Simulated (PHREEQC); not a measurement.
Model water analysis in mg/L, 25 °C, pH 6.99, pe 9.7: Na 3.28; K 0.0213; Ca 2.33; Mg 0.296; Cl 5.79; S(6) as SO4 2.23; Alkalinity as HCO3 4.88; Sr 0.0673; Zn 0.246; Cu(2) 0.00317; Cd 0.841; Pb 0.00853.

Valence states are taken as typed.

All values are PHREEQC results (ion-association model, phreeqc.dat), not measurements.

No solid was allowed to form.

Order these Pb species by the share of Pb that they hold, largest first: PbOH+, PbSO4, Pb+2, PbHCO3+, PbCO3.

Pb+2 (55 %), PbCO3 (31 %), PbOH+ (9.8 %), PbHCO3+ (3.2 %), PbSO4 (0.59 %)

The pH is 6.99 and the ionic strength 0.000403 mol/kgw. The database's constant for dissolved Cu(OH)2 is higher than later reviews accept.
